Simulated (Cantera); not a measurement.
## Low-pressure radical oxidation in H2/O2

A perfectly stirred reactor is fed with H2 : O2 = 0.045 : 1 (molar parts), at 17.3 Torr; it is held at 1123 K, and followed from long to short residence time.

Model: GRI-Mech 3.0 (53 species, 325 reactions), integrated in Cantera. Radical loss at walls, strong at low pressure, is not modelled. The temperature is held fixed by assumption; the heat of reaction is taken as removed at once.

| τ (s) | x H2 | x O2 | x H2O2 | x H | x OH |
|---|---|---|---|---|---|
| 2.8 | 8.53e-5 | 0.955 | 8.92e-8 | 2.33e-5 | 0.000358 |
| 1.1 | 0.000148 | 0.955 | 1.09e-7 | 5.84e-5 | 0.000492 |
| 0.40 | 0.000265 | 0.954 | 1.31e-7 | 0.000156 | 0.000697 |
| 0.15 | 0.000465 | 0.952 | 1.54e-7 | 0.000393 | 0.000977 |
| 0.056 | 0.000817 | 0.949 | 1.80e-7 | 0.000949 | 0.00137 |
| 0.021 | 0.00145 | 0.944 | 2.11e-7 | 0.00209 | 0.00189 |
| 0.0079 | 0.00265 | 0.939 | 2.54e-7 | 0.00396 | 0.00254 |
| 0.0030 | 0.00502 | 0.936 | 3.21e-7 | 0.00613 | 0.00329 |
| 0.0011 | 0.0101 | 0.936 | 4.12e-7 | 0.00737 | 0.00397 |
| 0.00042 | 0.0201 | 0.941 | 4.31e-7 | 0.00596 | 0.00390 |
| 0.00016 | 0.0375 | 0.953 | 9.52e-8 | 0.00136 | 0.00143 |
x: mole fraction; the columns are a selection and need not sum to one.
